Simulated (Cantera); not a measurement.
Input (Python, Cantera) and output of one run.

```python
import numpy as np
import cantera as ct

gas_names = """
    AL ALH ALO ALOH ALO2 ALO2H AL2 AL2O AL2O2 H HALO HO2 H2 H2O H2O2 O OH O2 O3
""".split()
cond_names = """
    AL(cr) AL(L) AL2O3(a) AL2O3(L) H2O(s) H2O(L)
""".split()


# ... load() reads the species with a 1 bar reference pressure and builds the phases ...
atoms = {
    'Al': {'AL': 1},
    'O2': {'O': 2},
    'H2': {'H': 2},
}
top_T = {}  # K; cautious upper limits of use, not melting points


# ... equilibrate(T, P, feed) seeds the gas with the atoms and calls Mixture.equilibrate('TP', solver="vcs", rtol=1e-11, max_steps=5000) ...
results = []
feed = {'Al': 1, 'O2': 0.005, 'H2': 22}  # mol
P = 133.322  # Pa
for T in [1075, 1125, 1175, 1225, 1275, 1325, 1375, 1425, 1475]:
    mix = equilibrate(T, P, feed)
    results.append((T, P, feed, dict(zip(mix.species_names, mix.species_moles))))

top = {s: max(r[3][s] / sum(r[3][g] for g in gas_names) for r in results) for s in gas_names}
cols = sorted((s for s in top if top[s] > 0.0001), key=lambda s: -top[s])[:6]
seen = [c for c in cond_names if any(r[3].get(c, 0) > 1e-12 for r in results)]
print("log10 of partial pressures in bar; condensed amounts in mol")
print(f"{'T/K':>10s}" + "".join(f"{s[:9]:>10s}" for s in cols + seen))
for T, P, feed, n in results:
    ng = sum(n[g] for g in gas_names)
    print(f"{T:10.4g}" + "".join(f"{np.log10(max(n[s] / ng * P / 1e5, 1e-99)):10.3f}" for s in cols)
          + "".join(f"{n.get(c, 0):10.4g}" for c in seen))
```

It prints:

```
log10 of partial pressures in bar; condensed amounts in mol
       T/K        H2        AL      AL2O         H       ALH     AL(L)  AL2O3(a)
      1075    -2.875    -9.155   -10.269    -9.271    -9.508    0.9933  0.003333
      1125    -2.875    -8.480    -9.439    -8.790    -8.991    0.9933  0.003331
      1175    -2.875    -7.864    -8.682    -8.349    -8.518     0.993  0.003322
      1225    -2.875    -7.299    -7.988    -7.944    -8.086    0.9921  0.003277
      1275    -2.875    -6.780    -7.351    -7.570    -7.688    0.9893  0.003088
      1325    -2.875    -6.300    -6.764    -7.224    -7.321    0.9805  0.002386
      1375    -2.876    -5.856    -6.222    -6.903    -6.982    0.9554 2.629e-05
      1425    -2.877    -5.444    -6.219    -6.604    -6.667    0.9169         0
      1475    -2.878    -5.061    -6.221    -6.326    -6.376    0.8285         0
```

Cantera equilibrium calculation (NASA polynomials, part measured and part estimated; ideal gas, pure solids and liquids). Mutual solubility and eutectic melting of coexisting phases are not modelled.
